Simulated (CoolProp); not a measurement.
Saturation properties of n-nonane (Tc = 321.4 °C, pc = 2.282 MPa, ω = 0.443).

The numbers come from the reference Helmholtz-energy equation of state, Lemmon 2006 in CoolProp. It is a short technical equation, of lower accuracy than the large ones.

```csv
T (°C),p (MPa),vapour Z,liquid viscosity (µPa s)
122.25,0.04456,0.9674,259
129.05,0.05491,0.9622,246
135.85,0.06709,0.9564,233
142.65,0.08133,0.9501,222
149.45,0.09785,0.9432,211
156.25,0.1169,0.9356,201
163.05,0.1387,0.9274,191
169.75,0.1633,0.9187,182
176.55,0.1914,0.9091,173
183.35,0.2232,0.8988,164
190.15,0.2589,0.8877,156
196.95,0.2989,0.8758,149
```

It boils at 150.8 °C under 1 atm.

Viscosity comes from a separate model (Huber 2004).
